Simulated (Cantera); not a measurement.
Feed: 1 mol Si, 3.1 mol Cl₂, 7.1 mol H₂, held at 1175 °C and 2.40 mbar.

Cantera equilibrium calculation (NASA polynomials, part measured and part estimated; ideal gas, pure solids and liquids). Candidate condensed phases: Si; 19 gas species. The tables' values for SiCl₃ are old estimates; treat these amounts as uncertain. Kinetics and transport are ignored.

Question: What is the equilibrium state?

Answer: 
| Item | Result |
|---|---|
| x(H₂) | 0.501 |
| x(HCl) | 0.400 |
| x(SiCl₂) | 0.0869 |
| x(SiCl₃) | 0.00848 |
| x(SiCl₄) | 0.00304 |
| x(SiHCl₃) | 0.000326 |
| x(H) | 0.000133 |
| x(Cl) | 8.66e-5 |
| x(SiH₂Cl₂) | 5.40e-6 |
| gas amount | 10.12 mol |
| log10 activity of Si(s) (absent) | -1.05 |
